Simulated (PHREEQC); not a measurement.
PHREEQC input (ion-association model, wateq4f.dat):

```
PHASES
  Fix_H+
    H+ = H+
    -log_k 0
SOLUTION 1
  temp 25
  units mol/kgw
  pH 7 charge
  Cl 0.01
  Na 0.01
END
SELECTED_OUTPUT 1
  -reset false
  -pH true
  -pe true
  -ionic_strength true
  -water true
  -totals Ag Cl I Na
  -molalities H+ Ag+ Cl- I- Na+ O2 OH- AgCl AgCl2- AgCl3-2
    AgCl4-3 AgI AgI2- AgOH Ag(OH)2- AgI3-2 AgI4-3
  -equilibrium_phases Iodyrite Cerargyrite Ag2O
PRINT
  -reset false
USE solution 1
EQUILIBRIUM_PHASES 1
  Fix_H+ -2 HCl 10
    -force_equality true
  Iodyrite 0 0.01
  Cerargyrite 0 0
  Ag2O 0 0
  O2(g) -0.68 10
END
# ... the last block is repeated for the other 16 points of pH, with NaOH or the acid as the point needs
```

Selected output (columns that matter, 17 of 17 rows; pH added in front):

```
pH	mu	Ag	Cl	I	Na	m_H+	m_Cl-	m_I-	m_Na+	m_OH-	m_AgCl	m_AgCl2-	m_AgOH	m_Ag(OH)2-
2	0.021271	1.0422e-07	0.021271	1.0422e-07	0.01	0.011271	0.021271	1.0388e-07	0.01	1.1584e-12	3.2166e-08	6.8485e-08	9.3902e-20	1.0868e-29
2.69	0.012252	6.7021e-08	0.012252	6.7021e-08	0.01	0.0022518	0.012252	6.6683e-08	0.01	5.5001e-12	2.8974e-08	3.5522e-08	6.9748e-19	3.8329e-28
3.38	0.010457	5.955e-08	0.010457	5.955e-08	0.01	0.00045714	0.010457	5.9212e-08	0.01	2.6729e-11	2.7872e-08	2.9162e-08	3.8204e-18	1.0203e-26
4.06	0.010095	5.8038e-08	0.010095	5.8038e-08	0.01	9.5391e-05	0.010095	5.7699e-08	0.01	1.2772e-10	2.7617e-08	2.7896e-08	1.8737e-17	2.391e-25
4.75	0.01002	5.772e-08	0.010019	5.772e-08	0.01	1.9471e-05	0.010019	5.7381e-08	0.01	6.2532e-10	2.7562e-08	2.7631e-08	9.2247e-17	5.7634e-24
5.44	0.010004	5.7655e-08	0.010004	5.7655e-08	0.01	3.9753e-06	0.010004	5.7316e-08	0.01	3.0625e-09	2.7551e-08	2.7577e-08	4.5229e-16	1.3839e-22
6.12	0.010001	5.7642e-08	0.010001	5.7642e-08	0.01	8.3055e-07	0.010001	5.7303e-08	0.01	1.4658e-08	2.7548e-08	2.7566e-08	2.1653e-15	3.171e-21
6.81	0.01	5.7639e-08	0.01	5.7639e-08	0.01	1.6958e-07	0.01	5.73e-08	0.01	7.179e-08	2.7548e-08	2.7563e-08	1.0606e-14	7.6071e-20
7.5	0.01	5.7638e-08	0.01	5.7638e-08	0.01	3.4623e-08	0.0099999	5.73e-08	0.01	3.5161e-07	2.7548e-08	2.7563e-08	5.1944e-14	1.8248e-18
8.19	0.010002	5.7638e-08	0.01	5.7638e-08	0.010002	7.0692e-09	0.0099999	5.73e-08	0.010002	1.7221e-06	2.7548e-08	2.7563e-08	2.5441e-13	4.3775e-17
8.88	0.010008	5.7639e-08	0.01	5.7639e-08	0.010008	1.4434e-09	0.0099999	5.73e-08	0.010008	8.4349e-06	2.7547e-08	2.7563e-08	1.2461e-12	1.0501e-15
9.56	0.01004	5.7641e-08	0.01	5.7641e-08	0.01004	3.016e-10	0.0099999	5.7303e-08	0.01004	4.0378e-05	2.7546e-08	2.7561e-08	5.9647e-12	2.4063e-14
10.25	0.010198	5.7653e-08	0.01	5.7653e-08	0.010198	6.1612e-11	0.0099999	5.7314e-08	0.010198	0.00019791	2.7538e-08	2.7554e-08	2.9227e-11	5.7793e-13
10.94	0.010973	5.7715e-08	0.01	5.7715e-08	0.010973	1.2612e-11	0.0099999	5.7377e-08	0.010973	0.00097272	2.7499e-08	2.7516e-08	1.4344e-10	1.3941e-11
11.62	0.014727	5.8138e-08	0.01	5.8138e-08	0.014727	2.6641e-12	0.0099999	5.7799e-08	0.014727	0.0047268	2.7255e-08	2.7275e-08	6.9076e-10	3.2623e-10
12.31	0.034432	6.3365e-08	0.01	6.3365e-08	0.034432	5.6378e-13	0.0099999	6.3028e-08	0.034432	0.024432	2.478e-08	2.4809e-08	3.2439e-09	7.917e-09
13	0.14606	1.3733e-07	0.01	1.3733e-07	0.14606	1.2346e-13	0.01	1.37e-07	0.14606	0.13606	1.0817e-08	1.0818e-08	7.8555e-09	1.0624e-07
```

Complexes and solids missing from the database can't appear.
